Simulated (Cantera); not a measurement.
A perfectly stirred reactor is fed with NH3 : H2 = 1 : 27 (molar parts), at 0.0570 bar; it is held at 2100 K, and followed from long to short residence time.

Model: the gas-phase N/H chemistry of the illustrative SiF4/NH3 mechanism in the Surface Chemkin manual (1991), integrated in Cantera. Walls and surfaces, which speed up NH3 decomposition in real reactors, are not modelled.

Question: Predict: x(NH3) at τ = 23.0 s; x(H2) at τ = 23.0 s; x(NH) at τ = 23.0 s; x(NH2) at τ = 23.0 s; x(H) at τ = 23.0 s; x(NH3) at τ = 49.0 ms; x(H2) at τ = 49.0 ms; x(NH) at τ = 49.0 ms; x(NH2) at τ = 49.0 ms; x(H) at τ = 49.0 ms.

Answer: 
| Item | Result |
|---|---|
| x(NH3) at τ = 23.0 s | 0.000171 |
| x(H2) at τ = 23.0 s | 0.970 |
| x(NH) at τ = 23.0 s | 2.45e-6 |
| x(NH2) at τ = 23.0 s | 6.62e-6 |
| x(H) at τ = 23.0 s | 0.0125 |
| x(NH3) at τ = 49.0 ms | 0.0308 |
| x(H2) at τ = 49.0 ms | 0.965 |
| x(NH) at τ = 49.0 ms | 1.07e-5 |
| x(NH2) at τ = 49.0 ms | 0.000187 |
| x(H) at τ = 49.0 ms | 0.00194 |
